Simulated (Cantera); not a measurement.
**Si + Cl₂ + N₂ (silicon etching in halogen gases)**

Feed: 1 mol Si, 2.3 mol Cl₂, 1.4 mol N₂, equilibrated at 725 K and 8.40 mbar.

Equilibrium computed with Cantera from the NASA thermochemical tables; the gas is ideal and each condensed phase is pure. Candidate condensed phases: Si, Si₃N₄; 13 gas species. Equilibrium is a limit: real reactors are often held back by kinetics, nucleation or transport.

```json
{
 "x(N₂)": "0.519",
 "x(SiCl₄)": "0.370",
 "x(Cl₂)": "0.111",
 "x(Cl)": "4.99e-6",
 "gas_amount": "2.700 mol",
 "log10 activity of Si(s) (absent)": "-37.26"
}
```
